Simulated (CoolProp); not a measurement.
A single-stage vapour-compression cycle with R22: evaporating at 299.15 K (dew point), condensing at 344.15 K (bubble point), superheat 0 K, subcooling 0 K, compressor efficiency 0.85, no pressure losses. Each further row changes one setting.

Computed with CoolProp (reference Helmholtz-energy equation of state, Kamei 1995).

| case | cooling COP | pressure ratio | discharge temperature (K) | refrigerating effect (kJ/kg) | volumetric capacity (kJ/m³) |
|---|---|---|---|---|---|
| as stated | 3.95 | 2.85 | 365.6 | 119 | 5390 |
| evaporating temperature 304.15 K | 4.62 | 2.50 | ? | ? | 6240 |
| condensing temperature 339.15 K | 4.69 | 2.57 | 358.5 | 127 | 5750 |
| subcooling 5 K | ? | 2.85 | 365.6 | 127 | 5770 |
| superheat 10 K | 3.96 | 2.85 | 375.7 | 127 | 5430 |
| compressor efficiency 0.75 | 3.49 | 2.85 | 369.3 | 119 | 5390 |

Question: Complete the blanks.

Answer: 
- evaporating temperature 304.15 K, discharge temperature (K): 363.0
- evaporating temperature 304.15 K, refrigerating effect (kJ/kg): 120
- subcooling 5 K, cooling COP: 4.23
